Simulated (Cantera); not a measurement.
A Cantera script and its output.

```python
import numpy as np
import cantera as ct

surf = ct.Interface("ptcombust.yaml", "Pt_surf")
gas = surf.adjacent["gas"]
gas.TPX = 300, 3100, {'CH4': 0.086, 'O2': 0.053, 'N2': 0.79}
jet = ct.ImpingingJet(gas=gas, width=0.033, surface=surf)
jet.inlet.mdot, jet.inlet.T, jet.inlet.X = 0.15, 300, {'CH4': 0.086, 'O2': 0.053, 'N2': 0.79}
jet.set_refine_criteria(ratio=10, slope=0.2, curve=0.3)
show, cover = ['CH4', 'O2', 'H2O', 'OH', 'CO', 'CO2'], ["PT(S)", "H(S)", "O(S)", "OH(S)", "CO(S)", "C(S)"]

rows = []
print(f"{'Ts/K':>7s}" + "".join(f"{s:>11s}" for s in show + cover) + "   (gas at the wall, coverages)")
for i, Ts in enumerate([950, 1000, 1050, 1100, 1150, 1200, 1250, 1300]):
    jet.surface.T = Ts
    if i == 0:
        surf.TP = Ts, 3100
        surf.coverages = "PT(S):0.5, O(S):0.5"
        surf.advance_coverages(1.0)
        jet.set_initial_guess(products="inlet")
    jet.solve(loglevel=0, auto=(i == 0))
    rows.append([*(jet.X[gas.species_index(s), -1] for s in show), *surf[cover].coverages])
    print(f"{Ts:7g}" + "".join(f"{x:11.3e}" for x in rows[-1]))
```

Output:

```
   Ts/K        CH4         O2        H2O         OH         CO        CO2      PT(S)       H(S)       O(S)      OH(S)      CO(S)       C(S)   (gas at the wall, coverages)
    950  5.750e-02  1.610e-02  3.861e-02  6.935e-11  3.647e-02  1.338e-05  4.646e-01  1.363e-03  2.278e-07  5.473e-07  3.347e-02  5.005e-01
   1000  4.857e-02  1.271e-02  3.608e-02  1.933e-10  4.558e-02  2.105e-05  5.595e-01  1.563e-03  2.345e-07  5.243e-07  2.663e-02  4.123e-01
   1050  3.829e-02  9.481e-03  3.205e-02  5.111e-10  5.599e-02  4.193e-05  6.888e-01  1.727e-03  2.931e-07  5.477e-07  2.354e-02  2.859e-01
   1100  2.991e-02  7.242e-03  2.808e-02  1.364e-09  6.443e-02  9.565e-05  8.271e-01  1.774e-03  4.643e-07  6.244e-07  1.983e-02  1.513e-01
   1150  2.577e-02  6.272e-03  2.581e-02  3.771e-09  6.852e-02  2.014e-04  9.185e-01  1.660e-03  8.477e-07  7.482e-07  1.399e-02  6.587e-02
   1200  2.431e-02  6.010e-03  2.475e-02  1.023e-08  6.983e-02  3.707e-04  9.618e-01  1.479e-03  1.569e-06  8.987e-07  8.861e-03  2.781e-02
   1250  2.394e-02  6.023e-03  2.417e-02  2.624e-08  6.998e-02  6.222e-04  9.810e-01  1.301e-03  2.815e-06  1.065e-06  5.472e-03  1.221e-02
   1300  2.400e-02  6.142e-03  2.372e-02  6.206e-08  6.960e-02  9.815e-04  9.898e-01  1.145e-03  4.849e-06  1.243e-06  3.414e-03  5.620e-03
```

Computed with Cantera and Deutschmann's 1995 Pt surface mechanism with GRI-Mech 3.0 gas chemistry. Catalytic surfaces can have several steady states; this one follows from the mechanism file's or the stated starting coverage.
